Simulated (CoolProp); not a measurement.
Vapour-liquid equilibrium of C2F6 (R116) (1) + R22 (2) at 4.41 bar; x and y are mole fractions of (1).

The numbers come from the multi-fluid Helmholtz-energy mixture model, Lemmon 2006 and Kamei 1995; pair parameters Bell 2016 in CoolProp.

Give the bubble temperature and the first vapour's composition at x = 0.2, 0.275, 0.5. Is there an azeotrope?

x = 0.2: -35.1 °C, y = 0.721; x = 0.275: -38.0 °C, y = 0.762; x = 0.5: -41.3 °C, y = 0.811. No azeotrope shows between x = 0.05 and 0.95.

Pair parameters are fitted to limited data, so mixtures are less certain than the pure fluids. With so large a gap from Raoult's law the liquid may split in two, which this calculation doesn't test in full.
